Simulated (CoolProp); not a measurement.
The fluid at 293.15 K and 0.657 MPa is compressed adiabatically to 3.62 MPa with isentropic efficiency 0.9. The same conditions are run with several fluids, on thermodynamics alone (safety and materials aside).

Computed with CoolProp (reference Helmholtz-energy equation of state of each fluid (normal hydrogen: Leachman 2009; nitrous oxide: Lemmon 2006; R1132(E): Akasaka 2024; ethane: Bücker 2006; carbonyl sulfide: Lemmon 2006)).

| fluid | work (kJ/kg) | final temperature (K) | final phase | final density (kg/m³) |
|---|---|---|---|---|
| normal hydrogen | 2980 | 497.8 | supercritical | 1.74 |
| nitrous oxide | 121 | … | gas | 46.8 |
| R1132(E) | 71.2 | … | gas | 88.7 |
| ethane | 162 | 393.1 | gas | 37.6 |
| carbonyl sulfide | … | 427.7 | gas | 71.3 |

Q: Fill in the missing entries.

A: 
- nitrous oxide, final temperature (K): 433.4
- R1132(E), final temperature (K): 387.2
- carbonyl sulfide, work (kJ/kg): 81.8
